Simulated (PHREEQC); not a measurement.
Solution A (0.062 mol/kgw H2SO4 and 0.0019 mol/kgw ZnSO4) is mixed with solution B (0.0082 mol NaF and 0.074 mol Mn(NO3)2 per kg of water) at 62 °C; shares are by mass of water, 1 kg in all. No oxygen is let in. The system is closed to CO2. Nothing may precipitate in this run.

The series has 21 steps of share of solution B, from 0 to 1.

Computed with PHREEQC (ion-association model, wateq4f.dat).

Problem. Between which two steps does the pH jump most, and from what to what?

Solution. Between share of solution B = 0.95 and 1: from 3.02 to 6.08.

At this temperature some constants are extrapolated from 25 °C, and those without enthalpy data are left unchanged.
